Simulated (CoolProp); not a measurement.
Properties of R113 at several states.

Computed with CoolProp (reference Helmholtz-energy equation of state, Marx 1992).

```json
[
 {"T (K)": "389.2", "p (bar)": "5.57", "phase": "gas", "cv (kJ/(kg K))": "0.7123", "speed of sound (m/s)": "119.4", "isothermal compressibility (1/MPa)": "2.116", "fugacity coefficient": "0.8855"},
 {"T (K)": "447.3", "p (bar)": "0.265", "phase": "gas", "cv (kJ/(kg K))": "0.7304", "speed of sound (m/s)": "144.7", "isothermal compressibility (1/MPa)": "37.87", "fugacity coefficient": "0.9965"},
 {"T (K)": "244", "p (bar)": "0.227", "phase": "liquid", "cv (kJ/(kg K))": "0.6260", "speed of sound (m/s)": "884.2", "isothermal compressibility (1/MPa)": "0.001059", "fugacity coefficient": "0.1311"},
 {"T (K)": "279", "p (bar)": "0.873", "phase": "liquid", "cv (kJ/(kg K))": "0.6527", "speed of sound (m/s)": "763.7", "isothermal compressibility (1/MPa)": "0.001471", "fugacity coefficient": "0.2252"},
 {"T (K)": "307.3", "p (bar)": "18", "phase": "liquid", "cv (kJ/(kg K))": "0.6782", "speed of sound (m/s)": "679.3", "isothermal compressibility (1/MPa)": "0.001910", "fugacity coefficient": "0.03721"}
]
```
